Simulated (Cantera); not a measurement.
Charge: 1 mol CuO, 1.6 mol C, 2.4 mol CO, 0.0018 mol CH₄, equilibrated at 120000 Pa.

These are equilibrium values from Cantera (NASA tables, ideal gas, pure condensed phases), not measurements of a reactor. Candidate condensed phases: C, C₆H₆, C₇H₈, C₈H₁₈, Cu, CuO, Cu(OH)₂, Cu₂O, H₂O; 113 gas species. The numbers say what is thermodynamically allowed, not how fast it happens.

**Question.** At 2175 K, list the 6 most abundant gas species with their mole fractions, and the condensed phases.

**Answer.** CO 0.983, Cu 0.0159, H₂ 0.000969, H 0.000139, Cu₂ 0.000113, CO₂ 1.38e-5. Condensed: C(graphite) + Cu(l).
